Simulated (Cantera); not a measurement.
# FeS2 + H2 + H2O (hydrogen reduction and annealing atmospheres)

Input: 1 mol FeS2, 1100 mol H2, 0.65 mol H2O, at 4200 Torr.

These are equilibrium values from Cantera (NASA tables, ideal gas, pure condensed phases), not measurements of a reactor. Candidate condensed phases: Fe, FeO, Fe(OH)2, Fe(OH)3, FeS, FeSO4, FeS2, Fe2O3, Fe2(SO4)3, Fe3O4, H2O, H2SO4, S; 22 gas species. Kinetics and transport are ignored.

| T (K) | x H2 | x H2S | x H | x H2O | x SH | x Fe | x S | n Fe(α) | n Fe(γ) | n Fe(δ) | n Fe(l) |
|---|---|---|---|---|---|---|---|---|---|---|---|
| 1100 | 0.998 | 0.00182 | 1.09e-8 | 0.000591 | 2.81e-8 | <1e-12 | <1e-12 | 1.00 | 0 | 0 | 0 |
| 1200 | 0.998 | 0.00182 | 8.33e-8 | 0.000591 | 1.26e-7 | 8.86e-12 | 7.69e-12 | 0 | 1.00 | 0 | 0 |
| 1300 | 0.998 | 0.00182 | 4.67e-7 | 0.000591 | 4.48e-7 | 1.95e-10 | 8.21e-11 | 0 | 1.00 | 0 | 0 |
| 1400 | 0.998 | 0.00182 | 2.05e-6 | 0.000591 | 1.33e-6 | 2.74e-9 | 6.25e-10 | 0 | 1.000 | 0 | 0 |
| 1500 | 0.998 | 0.00181 | 7.43e-6 | 0.000591 | 3.42e-6 | 2.68e-8 | 3.64e-9 | 0 | 1.000 | 0 | 0 |
| 1600 | 0.998 | 0.00181 | 2.29e-5 | 0.000591 | 7.80e-6 | 1.96e-7 | 1.70e-8 | 0 | 1.000 | 0 | 0 |
| 1700 | 0.998 | 0.00180 | 6.22e-5 | 0.000591 | 1.61e-5 | 1.12e-6 | 6.59e-8 | 0 | 0 | 0.999 | 0 |
| 1800 | 0.997 | 0.00179 | 0.000151 | 0.000590 | 3.05e-5 | 5.26e-6 | 2.19e-7 | 0 | 0 | 0.994 | 0 |
| 1900 | 0.997 | 0.00176 | 0.000335 | 0.000590 | 5.36e-5 | 1.99e-5 | 6.40e-7 | 0 | 0 | 0 | 0.978 |
| 2000 | 0.997 | 0.00172 | 0.000686 | 0.000590 | 8.83e-5 | 6.51e-5 | 1.66e-6 | 0 | 0 | 0 | 0.928 |
x: gas mole fraction; n: condensed amount in mol.

At 1100 K the condensed part is Fe(α). From 1200 K to 1600 K the condensed part is Fe(γ). From 1700 K to 1800 K the condensed part is Fe(δ). From 1900 K to 2000 K the condensed part is Fe(l).
